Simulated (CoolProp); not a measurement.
Properties of R11 at several states.

Values from CoolProp's reference Helmholtz-energy equation of state, Jacobsen 1992.

| T (°C) | p (MPa) | phase | density (kg/m³) | isothermal compressibility (1/MPa) |
|---|---|---|---|---|
| 33.25 | 0.399 | liquid | 1457 | ___ |
| -12.45 | 0.0517 | liquid | 1562 | ___ |
| 74.35 | 0.376 | gas | 19.50 | 2.930 |
| 30.05 | 3.92 | liquid | 1475 | ___ |

### Question
Fill in the missing entries.

### Answer

- 33.25, isothermal compressibility (1/MPa): 0.002033
- -12.45, isothermal compressibility (1/MPa): 0.001258
- 30.05, isothermal compressibility (1/MPa): 0.001814
